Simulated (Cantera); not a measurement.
# Equilibrium for silicon nitride deposition: SiHCl3 + NH3 + H2

Input: 1 mol SiHCl3, 1.5 mol NH3, 6.8 mol H2, equilibrated at 420 Torr.

Cantera equilibrium calculation (NASA polynomials, part measured and part estimated; ideal gas, pure solids and liquids). Candidate condensed phases: NH4Cl, Si, Si3N4; 28 gas species. The tables' values for SiCl3, SiCl are old estimates; treat these amounts as uncertain. Gases not in the tables: Si2H6 and higher silanes. Kinetics and transport are ignored.

From 1323 K to 1873 K the condensed part is Si3N4(s). The main Si-bearing gas is SiCl4 at 1323 K and SiCl2 at 1873 K. The share of Si in condensed phases is highest at 1323 K (88.1 %) and lowest at 1873 K (26.1 %).

```
T (K)   x H2  x HCl   x SiCl2    x N2   x SiCl4   x SiCl3  n Si3N4(s)
-----  -----  -----  --------  ------  --------  --------  ----------
1323   0.744  0.230  0.000447  0.0147   0.00812  0.000815       0.294
1373   0.743  0.230   0.00105  0.0149   0.00726   0.00129       0.292
1423   0.743  0.229   0.00227  0.0156   0.00630   0.00190       0.288
1473   0.743  0.227   0.00445  0.0168   0.00522   0.00261       0.281
1523   0.743  0.222   0.00794  0.0187   0.00407   0.00329       0.270
1573   0.743  0.214    0.0129  0.0215   0.00297   0.00382       0.254
1623   0.745  0.203    0.0193  0.0252   0.00202   0.00409       0.233
1673   0.747  0.190    0.0269  0.0295   0.00130   0.00409       0.208
1723   0.749  0.176    0.0352  0.0344  0.000789   0.00385       0.179
1773   0.752  0.160    0.0438  0.0395  0.000459   0.00344       0.148
1823   0.755  0.144    0.0524  0.0446  0.000259   0.00296       0.117
1873   0.758  0.128    0.0605  0.0496  0.000143   0.00248      0.0870
```
x: gas mole fraction; n: condensed amount in mol.
